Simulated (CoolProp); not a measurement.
A simple Rankine cycle with n-heptane: condensing at 309.15 K, boiler at 0.423 MPa, turbine inlet 444 K, turbine efficiency 0.6, pump efficiency 0.8, no recuperator. Each further row changes one setting.

Computed with CoolProp (reference Helmholtz-energy equation of state, Span 2003). It is a short technical equation, of lower accuracy than the large ones.

```
case                             thermal efficiency (%)  net work (kJ/kg)  heat in (kJ/kg)  turbine exit temperature (K)  volume ratio over the turbine
-------------------------------  ----------------------  ----------------  ---------------  ----------------------------  -----------------------------
as stated                                          11.8              72.4              611                         403.5                           42.4
turbine inlet 464 K                                 [?]              76.5              [?]                         424.2                           41.7
condensing temperature 301.15 K                     [?]              79.4              629                         400.1                            [?]
boiler pressure 0.296 MPa                          10.9               [?]              617                         408.7                            [?]
turbine efficiency 0.5                              9.8              60.2              611                         409.2                           43.0
```

Question: Fill in the missing entries.

Answer: 
- turbine inlet 464 K, thermal efficiency (%): 11.6
- turbine inlet 464 K, heat in (kJ/kg): 660
- condensing temperature 301.15 K, thermal efficiency (%): 12.6
- condensing temperature 301.15 K, volume ratio over the turbine: 61.4
- boiler pressure 0.296 MPa, net work (kJ/kg): 66.9
- boiler pressure 0.296 MPa, volume ratio over the turbine: 28.7
